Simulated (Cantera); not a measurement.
Equilibrium for carbon deposition, reforming and gasification: C6H6 + CO2 + H2 + NH3

Input: 1 mol C6H6, 0.24 mol CO2, 0.43 mol H2, 0.55 mol NH3, at 775 K and 35.0 bar.

Cantera equilibrium calculation (NASA polynomials, part measured and part estimated; ideal gas, pure solids and liquids). Candidate condensed phases: C, C6H6, C7H8, C8H18, H2O; 136 gas species. The ideal-gas law is rough above about 30 bar. Kinetics and transport are ignored.

The x(CH4) is 0.641. The x(H2O) comes out as 0.155, the x(N2) is 0.0985 and the x(H2) comes out as 0.0946. The x(CO2) is 0.00856. The x(NH3) is 0.00124, the x(CO) is 0.00104 and the x(C2H6) is 6.14e-5. The n(C(graphite)) is 4.43 mol. The gas amount is 2.774 mol.
